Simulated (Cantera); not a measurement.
Charge: 1 mol SiH4, 0.081 mol C2H4, 590 mol H2, held at 22.0 mbar.

Cantera equilibrium calculation (NASA polynomials, part measured and part estimated; ideal gas, pure solids and liquids). Candidate condensed phases: C, C6H6, C7H8, C8H18, Si, SiC; 87 gas species. Mutual solubility and eutectic melting of coexisting phases are not modelled. Gases not in the tables: Si2H6 and higher silanes. Equilibrium is a limit: real reactors are often held back by kinetics, nucleation or transport.

x: gas mole fraction; n: condensed amount in mol.

```json
[
 {"T (K)": "1073", "x H2": "1.000", "x H": "9.44e-8", "x Si": "<1e-12", "x SiH": "1.73e-12", "n Si(s)": "0.838", "n SiC(s)": "0.162", "n Si(l)": "0"},
 {"T (K)": "1173", "x H2": "1.000", "x H": "7.95e-7", "x Si": "2.25e-11", "x SiH": "5.98e-11", "n Si(s)": "0.838", "n SiC(s)": "0.162", "n Si(l)": "0"},
 {"T (K)": "1273", "x H2": "1.000", "x H": "4.81e-6", "x Si": "8.20e-10", "x SiH": "1.17e-9", "n Si(s)": "0.838", "n SiC(s)": "0.162", "n Si(l)": "0"},
 {"T (K)": "1373", "x H2": "1.000", "x H": "2.25e-5", "x Si": "1.76e-8", "x SiH": "1.49e-8", "n Si(s)": "0.838", "n SiC(s)": "0.162", "n Si(l)": "0"},
 {"T (K)": "1473", "x H2": "1.000", "x H": "8.53e-5", "x Si": "2.49e-7", "x SiH": "1.33e-7", "n Si(s)": "0.837", "n SiC(s)": "0.162", "n Si(l)": "0"},
 {"T (K)": "1573", "x H2": "1.000", "x H": "0.000274", "x Si": "2.50e-6", "x SiH": "8.92e-7", "n Si(s)": "0.834", "n SiC(s)": "0.162", "n Si(l)": "0"},
 {"T (K)": "1673", "x H2": "0.999", "x H": "0.000767", "x Si": "1.90e-5", "x SiH": "4.76e-6", "n Si(s)": "0.817", "n SiC(s)": "0.162", "n Si(l)": "0"},
 {"T (K)": "1773", "x H2": "0.998", "x H": "0.00192", "x Si": "9.68e-5", "x SiH": "1.77e-5", "n Si(s)": "0", "n SiC(s)": "0.161", "n Si(l)": "0.754"},
 {"T (K)": "1873", "x H2": "0.995", "x H": "?", "x Si": "?", "x SiH": "?", "n Si(s)": "0", "n SiC(s)": "0.158", "n Si(l)": "?"},
 {"T (K)": "1973", "x H2": "0.990", "x H": "0.00905", "x Si": "0.00116", "x SiH": "0.000124", "n Si(s)": "0", "n SiC(s)": "0.142", "n Si(l)": "0"},
 {"T (K)": "2073", "x H2": "0.981", "x H": "0.0176", "x Si": "0.00133", "x SiH": "0.000112", "n Si(s)": "0", "n SiC(s)": "0.0414", "n Si(l)": "0"},
 {"T (K)": "2173", "x H2": "0.966", "x H": "?", "x Si": "0.00147", "x SiH": "?", "n Si(s)": "0", "n SiC(s)": "0", "n Si(l)": "0"},
 {"T (K)": "2273", "x H2": "0.943", "x H": "0.0550", "x Si": "0.00151", "x SiH": "8.41e-5", "n Si(s)": "0", "n SiC(s)": "0", "n Si(l)": "0"}
]
```

Problem. What belongs in the gaps?

Solution. 
- 2173, x H: 0.0320
- 2173, x SiH: 0.000100
- 1873, x H: 0.00434
- 1873, x Si: 0.000401
- 1873, x SiH: 5.53e-5
- 1873, n Si(l): 0.530
